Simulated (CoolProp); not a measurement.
Vapour-liquid equilibrium of R125 (1) + R236FA (2) at -76.45 °C; x and y are mole fractions of (1).

The numbers come from the multi-fluid Helmholtz-energy mixture model, Lemmon 2005 and Pan 2012; pair parameters Bell 2016 in CoolProp.

```tsv
x	bubble pressure (MPa)	y at the bubble point	dew pressure at overall composition x (MPa)	liquid density (mol/L)
0.05	0.001972	0.542	0.0009964	11.04
0.125	0.003470	0.760	0.001078	11.20
0.2	0.004930	0.845	0.001173	11.37
0.275	0.006361	0.890	0.001288	11.55
0.35	0.007769	0.919	0.001427	11.72
0.425	0.009160	0.939	0.001599	11.90
0.5	0.01054	0.953	0.001819	12.09
0.575	0.01191	0.964	0.002110	12.28
0.65	0.01328	0.974	0.002510	12.47
0.725	0.01465	0.981	0.003097	12.67
0.8	0.01603	0.987	0.004040	12.87
0.875	0.01742	0.993	0.005802	13.08
0.95	0.01882	0.997	0.01020	13.29
```

No azeotrope shows between x = 0.05 and 0.95.

The pair parameters rest on a limited set of measurements; away from them the model extrapolates.
